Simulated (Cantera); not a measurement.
A closed system holds: 1 mol Si₃N₄, 0.011 mol CO₂, 830 mol N₂, equilibrated at 25000 Pa.

These are equilibrium values from Cantera (NASA tables, ideal gas, pure condensed phases), not measurements of a reactor. Candidate condensed phases: C, Si, SiC, SiO₂, Si₂N₂O, Si₃N₄; 34 gas species. Mutual solubility and eutectic melting of coexisting phases are not modelled. Rates play no part.

Q: Which condensed phases are stable at each of these points (T (K)): 975, 1125, 1275, 1425, 1575, 1725, 1875, 2025, 2175?

A: 
| T (K) | condensed phases | Si condensed (%) |
|---|---|---|
| 975 | C(graphite) + Si₂N₂O(s) + Si₃N₄(s) | 100.0 |
| 1125 | C(graphite) + Si₂N₂O(s) + Si₃N₄(s) | 100.0 |
| 1275 | C(graphite) + Si₂N₂O(s) + Si₃N₄(s) | 100.0 |
| 1425 | Si₂N₂O(s) + Si₃N₄(s) | 100.0 |
| 1575 | Si₂N₂O(s) + Si₃N₄(s) | 100.0 |
| 1725 | Si₃N₄(s) | 99.6 |
| 1875 | Si₃N₄(s) | 99.3 |
| 2025 | Si₃N₄(s) | 90.4 |
| 2175 | Si(l) | 56.2 |

From 975 K to 1275 K the condensed part is C(graphite) + Si₂N₂O(s) + Si₃N₄(s). From 1425 K to 1575 K the condensed part is Si₂N₂O(s) + Si₃N₄(s). From 1725 K to 2025 K the condensed part is Si₃N₄(s). At 2175 K the condensed part is Si(l).
